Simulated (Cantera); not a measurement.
An adiabatic, constant-volume homogeneous reactor starts with CH4 : H2 : O2 : N2 = 1 : 1.3 : 3.9 : 14.7 (molar parts), equivalence ratio 0.68, at 1450 K and 21000 Torr.

Detailed kinetics in Cantera: GRI-Mech 3.0 (53 species, 325 reactions). The pressure lies above the range GRI-Mech 3.0 was tuned for (to about 10 atm).

**Question.** Predict: time of steepest temperature rise; temperature at 2.00 s; equilibrium temperature; x(H2) at 2.00 s; x(O2) at 2.00 s; x(N2O) at 2.00 s; x(NO) at 2.00 s.

**Answer.** 
```json
{
  "time_of_steepest_temperature_rise": "9.58 µs",
  "temperature at 2.00 s": "2943 K",
  "equilibrium_temperature": "2943 K",
  "x(H2) at 2.00 s": "0.00331 (gas-phase equilibrium 0.00331)",
  "x(O2) at 2.00 s": "0.0508 (gas-phase equilibrium 0.0508)",
  "x(N2O) at 2.00 s": "8.30e-6 (gas-phase equilibrium 8.30e-6)",
  "x(NO) at 2.00 s": "0.0208 (gas-phase equilibrium 0.0208)"
}
```
